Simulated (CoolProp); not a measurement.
Model: reference Helmholtz-energy equation of state, Thol 2016, in CoolProp.

Q: Give the vapour pressure (kPa), liquid density (kg/m³), enthalpy of vaporisation (kJ/kg), liquid cp (kJ/(kg K)) of saturated hexamethyldisiloxane (MM) at 278.2, 281.3 K.

A: 
```csv
T (K),p (kPa),liquid density (kg/m³),enthalpy of vaporisation (kJ/kg),liquid cp (kJ/(kg K))
278.2,1.85,780,238,1.85
281.3,2.22,777,236,1.86
```
